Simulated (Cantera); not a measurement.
Adiabatic ignition

An adiabatic, constant-volume homogeneous reactor starts with CH4 : O2 : N2 = 1 : 1.54 : 5.78 (molar parts), at 1300 K and 1.00 bar.

Model: GRI-Mech 3.0 (53 species, 325 reactions), integrated in Cantera.

```json
[
 {"t (s)": "1.00e-6", "T (K)": "1300", "P (bar)": "1.00", "x CH4": "0.120", "x O2": "0.185", "x O": "2.70e-11", "x C2H4": "<1e-12", "x HCN": "<1e-12"},
 {"t (s)": "3.98e-6", "T (K)": "1300", "P (bar)": "1.00", "x CH4": "0.120", "x O2": "0.185", "x O": "5.41e-11", "x C2H4": "<1e-12", "x HCN": "<1e-12"},
 {"t (s)": "1.58e-5", "T (K)": "1300", "P (bar)": "1.000", "x CH4": "0.120", "x O2": "0.185", "x O": "8.08e-11", "x C2H4": "<1e-12", "x HCN": "<1e-12"},
 {"t (s)": "6.31e-5", "T (K)": "1300", "P (bar)": "1.000", "x CH4": "0.120", "x O2": "0.185", "x O": "2.01e-10", "x C2H4": "8.44e-12", "x HCN": "<1e-12"},
 {"t (s)": "0.000251", "T (K)": "1300", "P (bar)": "1.000", "x CH4": "0.120", "x O2": "0.185", "x O": "1.00e-9", "x C2H4": "1.06e-9", "x HCN": "<1e-12"},
 {"t (s)": "0.00100", "T (K)": "1300", "P (bar)": "1.00", "x CH4": "0.120", "x O2": "0.185", "x O": "6.79e-9", "x C2H4": "2.29e-7", "x HCN": "<1e-12"},
 {"t (s)": "0.00398", "T (K)": "1303", "P (bar)": "1.00", "x CH4": "0.120", "x O2": "0.185", "x O": "1.74e-8", "x C2H4": "8.18e-6", "x HCN": "<1e-12"},
 {"t (s)": "0.0158", "T (K)": "2880", "P (bar)": "2.40", "x CH4": "<1e-12", "x O2": "0.00450", "x O": "0.00321", "x C2H4": "<1e-12", "x HCN": "1.79e-8"},
 {"t (s)": "0.0631", "T (K)": "2880", "P (bar)": "2.40", "x CH4": "<1e-12", "x O2": "0.00450", "x O": "0.00321", "x C2H4": "<1e-12", "x HCN": "1.79e-8"},
 {"t (s)": "0.251", "T (K)": "2880", "P (bar)": "2.40", "x CH4": "<1e-12", "x O2": "0.00450", "x O": "0.00321", "x C2H4": "<1e-12", "x HCN": "1.79e-8"},
 {"t (s)": "1.00", "T (K)": "2880", "P (bar)": "2.40", "x CH4": "<1e-12", "x O2": "0.00450", "x O": "0.00321", "x C2H4": "<1e-12", "x HCN": "1.79e-8"}
]
```
x: mole fraction; the columns are a selection and need not sum to one.

| Item | Result |
|---|---|
| time of steepest temperature rise | 12.7 ms |
| temperature at 1.00 s | 2880 K |
| equilibrium temperature | 2880 K |
| x(CH4) at 1.00 s | <1e-12 (gas-phase equilibrium <1e-12) |
| x(O2) at 1.00 s | 0.00450 (gas-phase equilibrium 0.00450) |
| x(O) at 1.00 s | 0.00321 (gas-phase equilibrium 0.00321) |
